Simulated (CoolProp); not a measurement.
Saturation properties of C3F8 (R218) (Tc = 345.0 K, pc = 2.640 MPa, ω = 0.317).

Computed with CoolProp (reference Helmholtz-energy equation of state, Lemmon 2006). It is a short technical equation, of lower accuracy than the large ones.

```json
[
 {"T (K)": "238", "p (MPa)": "0.1091", "liquid density (kg/m³)": "1605", "vapour density (kg/m³)": "10.98", "liquid viscosity (µPa s)": "424", "liquid conductivity (mW/(m K))": "61.6"},
 {"T (K)": "241.8", "p (MPa)": "0.1288", "liquid density (kg/m³)": "1590", "vapour density (kg/m³)": "12.85", "liquid viscosity (µPa s)": "399", "liquid conductivity (mW/(m K))": "60.6"},
 {"T (K)": "245.5", "p (MPa)": "0.1505", "liquid density (kg/m³)": "1575", "vapour density (kg/m³)": "14.90", "liquid viscosity (µPa s)": "375", "liquid conductivity (mW/(m K))": "59.5"},
 {"T (K)": "249.2", "p (MPa)": "0.1749", "liquid density (kg/m³)": "1560", "vapour density (kg/m³)": "17.20", "liquid viscosity (µPa s)": "354", "liquid conductivity (mW/(m K))": "58.5"},
 {"T (K)": "252.9", "p (MPa)": "0.2023", "liquid density (kg/m³)": "1545", "vapour density (kg/m³)": "19.77", "liquid viscosity (µPa s)": "334", "liquid conductivity (mW/(m K))": "57.5"},
 {"T (K)": "256.6", "p (MPa)": "0.2329", "liquid density (kg/m³)": "1529", "vapour density (kg/m³)": "22.64", "liquid viscosity (µPa s)": "315", "liquid conductivity (mW/(m K))": "56.5"},
 {"T (K)": "260.4", "p (MPa)": "0.2678", "liquid density (kg/m³)": "1513", "vapour density (kg/m³)": "25.92", "liquid viscosity (µPa s)": "297", "liquid conductivity (mW/(m K))": "55.5"},
 {"T (K)": "264.1", "p (MPa)": "0.3055", "liquid density (kg/m³)": "1496", "vapour density (kg/m³)": "29.46", "liquid viscosity (µPa s)": "281", "liquid conductivity (mW/(m K))": "54.4"},
 {"T (K)": "267.8", "p (MPa)": "0.3470", "liquid density (kg/m³)": "1479", "vapour density (kg/m³)": "33.39", "liquid viscosity (µPa s)": "266", "liquid conductivity (mW/(m K))": "53.4"},
 {"T (K)": "271.5", "p (MPa)": "0.3927", "liquid density (kg/m³)": "1462", "vapour density (kg/m³)": "37.73", "liquid viscosity (µPa s)": "251", "liquid conductivity (mW/(m K))": "52.4"}
]
```

It boils at 236.4 K under 1 atm.

Viscosity comes from a separate model (Huber 2003), an estimate that may be off by 10 % or more. Thermal conductivity comes from a separate model (Huber 2003), an estimate that may be off by 10 % or more.
